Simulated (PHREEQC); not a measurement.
Acid rinse or clean: speciation

Make-up at 25 °C: 18 mmol/kgw HF and 9.6 mmol/kgw FeCl3. Closed to the air; pH follows from the charge balance.

Computed with PHREEQC (ion-association model, phreeqc.dat).

| Quantity | Value |
|---|---|
| pH | 1.84 |
| ionic strength | 0.0323 mol/kgw |
| total alkalinity | -37.2 meq/kg |

```
species  molality  activity   log γ
-------  --------  --------  ------
Cl-        0.0288    0.0242  -0.075
H+         0.0165    0.0143  -0.060
FeF2+     0.00573   0.00487  -0.071
FeF+2     0.00323   0.00168  -0.283
HF        0.00155   0.00156   0.003
FeF3     0.000557  0.000561   0.003
F-        8.66e-5   7.27e-5  -0.076
Fe+3      5.04e-5   1.46e-5  -0.539
FeCl+2    2.05e-5   1.07e-5  -0.283
FeOH+2    1.26e-5   6.56e-6  -0.283
```

Precipitation was switched off in this run. The solution is supersaturated, for example in Hematite (slow to form), Goethite (slow to form), so a real one may precipitate; this is no full list. Fluoro complexes past AlF4- and FeF3 are missing from the database.
